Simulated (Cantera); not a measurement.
**Roasting and sulfation: Fe₂O₃ + SO₂ + CO₂ + O₂**

Feed: 1 mol Fe₂O₃, 0.47 mol SO₂, 0.11 mol CO₂, 0.23 mol O₂, equilibrated at 101000 Pa.

Cantera equilibrium calculation (NASA polynomials, part measured and part estimated; ideal gas, pure solids and liquids). Candidate condensed phases: C, Fe, Fe(CO)₅, FeO, FeS, FeSO₄, FeS₂, Fe₂O₃, Fe₂(SO₄)₃, Fe₃O₄, S; 25 gas species. Rates play no part.

At 452 °C the condensed part is FeSO₄(s) + Fe₂O₃(s) + Fe₂(SO₄)₃(s). From 552 °C to 652 °C the condensed part is Fe₂O₃(s) + Fe₂(SO₄)₃(s). From 752 °C to 1352 °C the condensed part is Fe₂O₃(s).

```csv
T (°C),x CO₂,x SO₂,x O₂,x SO₃,x O,x CO,n FeSO₄(s),n Fe₂O₃(s),n Fe₂(SO₄)₃(s)
452,0.993,0.00661,3.54e-9,6.31e-5,<1e-12,2.48e-12,0.0185,0.840,0.150
552,0.914,0.0831,2.22e-6,0.00274,<1e-12,2.72e-11,0,0.847,0.153
652,0.835,0.100,0.0122,0.0523,1.47e-12,2.90e-11,0,0.850,0.150
752,0.152,0.406,0.196,0.245,1.45e-10,4.77e-11,0,1.00,0
852,0.144,0.495,0.241,0.120,2.25e-9,7.73e-10,0,1.00,0
952,0.140,0.539,0.263,0.0586,2.14e-8,8.41e-9,0,1.00,0
1052,0.138,0.559,0.273,0.0303,1.43e-7,6.55e-8,0,1.00,0
1152,0.137,0.568,0.278,0.0169,7.27e-7,3.87e-7,0,1.00,0
1252,0.136,0.573,0.280,0.0101,2.98e-6,1.81e-6,0,1.00,0
1352,0.136,0.576,0.282,0.00639,1.03e-5,7.03e-6,0,1.00,0
```
x: gas mole fraction; n: condensed amount in mol.
